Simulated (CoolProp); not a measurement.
CHF3 (R23) along the isobar 57.3 bar: Z from the reference equation and from simpler models built on Tc = 26.1 °C, pc = 48.32 bar, ω = 0.263; each cubic takes its own stable root.

Model: reference Helmholtz-energy equation of state, Penoncello 2003, in CoolProp.

| T (°C) | phase | reference | Soave-Redlich-Kwong | Peng-Robinson |
|---|---|---|---|---|
| -40.25 | liquid | 0.1600 | 0.1875 | 0.1658 |
| -20.05 | liquid | 0.1588 | 0.1886 | 0.1669 |
| 0.15 | liquid | 0.1629 | 0.1984 | 0.1760 |
| 20.25 | liquid | 0.1808 | 0.2314 | 0.2076 |
| 40.45 | supercritical | 0.4718 | … | 0.4811 |
| 60.65 | supercritical | 0.6513 | 0.6797 | 0.6492 |
| 80.85 | supercritical | 0.7400 | 0.7661 | 0.7367 |
| 100.95 | supercritical | 0.7981 | 0.8233 | 0.7952 |
| 121.15 | supercritical | 0.8403 | 0.8648 | 0.8381 |
| 141.35 | supercritical | 0.8722 | 0.8962 | … |
| 161.55 | supercritical | 0.8972 | … | … |
| 181.65 | supercritical | 0.9170 | 0.9399 | 0.9172 |
| 201.85 | supercritical | 0.9331 | 0.9554 | 0.9340 |

Question: What belongs in the gaps?

Answer: 
- 40.45, Soave-Redlich-Kwong: 0.5099
- 141.35, Peng-Robinson: 0.8709
- 161.55, Soave-Redlich-Kwong: 0.9206
- 161.55, Peng-Robinson: 0.8967
